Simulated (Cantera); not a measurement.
Input: 1 mol Fe, 25 mol CO₂, 4.9 mol CO, equilibrated at 165 Torr.

Cantera equilibrium calculation (NASA polynomials, part measured and part estimated; ideal gas, pure solids and liquids). Candidate condensed phases: C, Fe, Fe(CO)₅, FeO, Fe₂O₃, Fe₃O₄; 15 gas species. The tables' stoichiometric FeO is somewhat more stable than real wüstite, so its field is too wide. FeO: taken at fixed stoichiometry. Equilibrium is a limit: real reactors are often held back by kinetics, nucleation or transport.

log p: log10 of the partial pressure in bar; n: condensed amount in mol.

```csv
T (°C),log p CO₂,log p CO,log p O₂,log p Fe,log p O,n FeO(s),n FeO(l)
725,-0.75,-1.36,<-12,<-12,<-12,1.00,0
875,-0.75,-1.36,<-12,-12.38,<-12,1.00,0
1025,-0.75,-1.36,…,-10.33,<-12,1.00,0
1175,-0.75,-1.36,…,-8.71,-10.76,1.00,0
1325,-0.75,-1.36,…,-7.40,-8.95,1.000,0
1475,-0.75,-1.36,…,-6.37,-7.45,0,1.000
1625,-0.75,-1.36,…,-5.53,-6.19,0,0.999
1775,-0.75,-1.36,…,-4.82,-5.12,0,0.997
```

Problem. What belongs in the gaps?

Solution. 
- 1025, log p O₂: -12.45
- 1175, log p O₂: -10.10
- 1325, log p O₂: -8.20
- 1475, log p O₂: -6.64
- 1625, log p O₂: -5.32
- 1775, log p O₂: -4.20
